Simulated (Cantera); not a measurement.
A closed system holds: 1 mol Si2Cl6, 0.11 mol NH3, 0.13 mol H2.

Points: T (K) = 700, 800, 900, 1000, 1100, 1200, 1300, 1400, 1500, 1600, 1700, 1800, 1900; P (Pa) = 5, 15, 45, 140, 410, 1200, 3700, 11000, 33000, 100000.

Cantera's Mixture.equilibrate('TP', solver="vcs", rtol=1e-11, max_steps=5000) on the NASA tables stopped like this:

```
ERROR: FAILURE its = 5001!

*******************************************************************************
CanteraError thrown by MultiPhase::equilibrate:
VCS solver failed. Return code: -1
*******************************************************************************
```

Problem. What got this run through?

Solution. Several could match; the one computed here: The failure is numerical, not chemical. The same input converged with solver="gibbs", rtol=1e-10, max_steps=50000, and the result passed a check of the equilibrium conditions:
```
    700          5  Si(cr) + Si3N4(a)
    800          5  Si(cr) + Si3N4(a)
    900          5  Si(cr) + Si3N4(a)
   1000          5  Si(cr) + Si3N4(a)
   1100          5  Si3N4(a)
   1200          5  Si3N4(a)
   1300          5  gas only
   1400          5  gas only
   1500          5  gas only
   1600          5  gas only
   1700          5  gas only
   1800          5  gas only
   1900          5  gas only
    700         15  Si(cr) + Si3N4(a)
    800         15  Si(cr) + Si3N4(a)
    900         15  Si(cr) + Si3N4(a)
   1000         15  Si(cr) + Si3N4(a)
   1100         15  Si(cr) + Si3N4(a)
   1200         15  Si3N4(a)
   1300         15  gas only
   1400         15  gas only
   1500         15  gas only
   1600         15  gas only
   1700         15  gas only
   1800         15  gas only
   1900         15  gas only
    700         45  Si(cr) + Si3N4(a)
    800         45  Si(cr) + Si3N4(a)
    900         45  Si(cr) + Si3N4(a)
   1000         45  Si(cr) + Si3N4(a)
   1100         45  Si(cr) + Si3N4(a)
   1200         45  Si3N4(a)
   1300         45  gas only
   1400         45  gas only
   1500         45  gas only
   1600         45  gas only
   1700         45  gas only
   1800         45  gas only
   1900         45  gas only
    700        140  Si(cr) + Si3N4(a)
    800        140  Si(cr) + Si3N4(a)
    900        140  Si(cr) + Si3N4(a)
   1000        140  Si(cr) + Si3N4(a)
   1100        140  Si(cr) + Si3N4(a)
   1200        140  Si(cr) + Si3N4(a)
   1300        140  Si3N4(a)
   1400        140  gas only
   1500        140  gas only
   1600        140  gas only
   1700        140  gas only
   1800        140  gas only
   1900        140  gas only
    700        410  Si(cr) + Si3N4(a)
    800        410  Si(cr) + Si3N4(a)
    900        410  Si(cr) + Si3N4(a)
   1000        410  Si(cr) + Si3N4(a)
   1100        410  Si(cr) + Si3N4(a)
   1200        410  Si(cr) + Si3N4(a)
   1300        410  Si3N4(a)
   1400        410  gas only
   1500        410  gas only
   1600        410  gas only
   1700        410  gas only
   1800        410  gas only
   1900        410  gas only
    700       1200  Si(cr) + Si3N4(a)
    800       1200  Si(cr) + Si3N4(a)
    900       1200  Si(cr) + Si3N4(a)
   1000       1200  Si(cr) + Si3N4(a)
   1100       1200  Si(cr) + Si3N4(a)
   1200       1200  Si(cr) + Si3N4(a)
   1300       1200  Si(cr) + Si3N4(a)
   1400       1200  Si3N4(a)
   1500       1200  gas only
   1600       1200  gas only
   1700       1200  gas only
   1800       1200  gas only
   1900       1200  gas only
    700       3700  Si(cr) + Si3N4(a)
    800       3700  Si(cr) + Si3N4(a)
    900       3700  Si(cr) + Si3N4(a)
   1000       3700  Si(cr) + Si3N4(a)
   1100       3700  Si(cr) + Si3N4(a)
   1200       3700  Si(cr) + Si3N4(a)
   1300       3700  Si(cr) + Si3N4(a)
   1400       3700  Si3N4(a)
   1500       3700  gas only
   1600       3700  gas only
   1700       3700  gas only
   1800       3700  gas only
   1900       3700  gas only
    700    1.1e+04  Si(cr) + Si3N4(a)
    800    1.1e+04  Si(cr) + Si3N4(a)
    900    1.1e+04  Si(cr) + Si3N4(a)
   1000    1.1e+04  Si(cr) + Si3N4(a)
   1100    1.1e+04  Si(cr) + Si3N4(a)
   1200    1.1e+04  Si(cr) + Si3N4(a)
   1300    1.1e+04  Si(cr) + Si3N4(a)
   1400    1.1e+04  Si(cr) + Si3N4(a)
   1500    1.1e+04  Si3N4(a)
   1600    1.1e+04  gas only
   1700    1.1e+04  gas only
   1800    1.1e+04  gas only
   1900    1.1e+04  gas only
    700    3.3e+04  Si(cr) + Si3N4(a)
    800    3.3e+04  Si(cr) + Si3N4(a)
    900    3.3e+04  Si(cr) + Si3N4(a)
   1000    3.3e+04  Si(cr) + Si3N4(a)
   1100    3.3e+04  Si(cr) + Si3N4(a)
   1200    3.3e+04  Si(cr) + Si3N4(a)
   1300    3.3e+04  Si(cr) + Si3N4(a)
   1400    3.3e+04  Si(cr) + Si3N4(a)
   1500    3.3e+04  Si3N4(a)
   1600    3.3e+04  Si3N4(a)
   1700    3.3e+04  gas only
   1800    3.3e+04  gas only
   1900    3.3e+04  gas only
    700      1e+05  Si(cr) + Si3N4(a)
    800      1e+05  Si(cr) + Si3N4(a)
    900      1e+05  Si(cr) + Si3N4(a)
   1000      1e+05  Si(cr) + Si3N4(a)
   1100      1e+05  Si(cr) + Si3N4(a)
   1200      1e+05  Si(cr) + Si3N4(a)
   1300      1e+05  Si(cr) + Si3N4(a)
   1400      1e+05  Si(cr) + Si3N4(a)
   1500      1e+05  Si(cr) + Si3N4(a)
   1600      1e+05  Si3N4(a)
   1700      1e+05  Si3N4(a)
   1800      1e+05  gas only
   1900      1e+05  gas only
```

The gas is ideal and each condensed phase is pure. The feed counts by its element totals alone. Mutual solubility and eutectic melting of coexisting phases are not modelled. The tables' values for SiCl3 are old estimates.
